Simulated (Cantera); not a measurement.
Input (Python, Cantera) and output of one run.

```python
import numpy as np
import cantera as ct

gas_names = """
    Cu CuF CuF2 Cu2 F F2 N NF NF2 NF3 N2
""".split()
cond_names = """
    Cu(cr) Cu(L) CuF2(s) CuF2(L)
""".split()


# ... load() reads the species with a 1 bar reference pressure and builds the phases ...
atoms = {
    'CuF2': {'Cu': 1, 'F': 2},
    'N2': {'N': 2},
}
top_T = {}  # K; cautious upper limits of use, not melting points


# ... equilibrate(T, P, feed) seeds the gas with the atoms and calls Mixture.equilibrate('TP', solver="vcs", rtol=1e-11, max_steps=5000) ...
results = []
feed = {'CuF2': 1, 'N2': 1}  # mol
P = 13332.2  # Pa
for T in [650, 800, 950, 1100, 1250, 1400, 1550, 1700, 1850, 2000]:
    mix = equilibrate(T, P, feed)
    results.append((T, P, feed, dict(zip(mix.species_names, mix.species_moles))))
    x = sorted(zip(gas.X, gas.species_names), reverse=True)
    print(f"T = {T:g} K  P = {P:g} Pa  gas = {mix.phase_moles(0):.4g} mol")
    print("   x: " + "  ".join(f"{s} {v:.3e}" for v, s in x if v > 0.0001))
    print("   condensed (mol): " + ("  ".join(f"{mix.phase(i).name} {mix.phase_moles(i):.4g}"
          for i in range(1, mix.n_phases) if mix.phase_moles(i) > 1e-12) or "none"))
```

It prints:

```
T = 650 K  P = 13332.2 Pa  gas = 1 mol
   x: N2 1.000e+00
   condensed (mol): CuF2(s) 1
T = 800 K  P = 13332.2 Pa  gas = 1 mol
   x: N2 1.000e+00
   condensed (mol): CuF2(s) 1
T = 950 K  P = 13332.2 Pa  gas = 1 mol
   x: N2 1.000e+00
   condensed (mol): CuF2(s) 1
T = 1100 K  P = 13332.2 Pa  gas = 1.001 mol
   x: N2 9.986e-01  CuF2 1.403e-03
   condensed (mol): CuF2(s) 0.9986
T = 1250 K  P = 13332.2 Pa  gas = 1.019 mol
   x: N2 9.818e-01  CuF2 1.808e-02
   condensed (mol): CuF2(L) 0.9815
T = 1400 K  P = 13332.2 Pa  gas = 1.14 mol
   x: N2 8.770e-01  CuF2 1.213e-01  CuF 8.522e-04  F 8.521e-04
   condensed (mol): CuF2(L) 0.8607
T = 1550 K  P = 13332.2 Pa  gas = 2.014 mol
   x: N2 4.965e-01  CuF2 4.896e-01  CuF 6.954e-03  F 6.953e-03
   condensed (mol): none
T = 1700 K  P = 13332.2 Pa  gas = 2.044 mol
   x: N2 4.892e-01  CuF2 4.676e-01  CuF 2.157e-02  F 2.157e-02
   condensed (mol): none
T = 1850 K  P = 13332.2 Pa  gas = 2.114 mol
   x: N2 4.731e-01  CuF2 4.193e-01  CuF 5.377e-02  F 5.376e-02
   condensed (mol): none
T = 2000 K  P = 13332.2 Pa  gas = 2.246 mol
   x: N2 4.452e-01  CuF2 3.357e-01  F 1.095e-01  CuF 1.095e-01
   condensed (mol): none
```

Cantera equilibrium calculation (NASA polynomials, part measured and part estimated; ideal gas, pure solids and liquids).
